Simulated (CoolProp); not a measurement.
Values from CoolProp's reference Helmholtz-energy equation of state, Thol 2022.

**Question.** Give the vapour pressure (bar), enthalpy of vaporisation (kJ/kg), liquid cp (kJ/(kg K)) of saturated vinyl chloride at 53.35 °C.

**Answer.** 
```
T (°C)  p (bar)  enthalpy of vaporisation (kJ/kg)  liquid cp (kJ/(kg K))
------  -------  --------------------------------  ---------------------
53.35      8.50                               294                   1.61
```
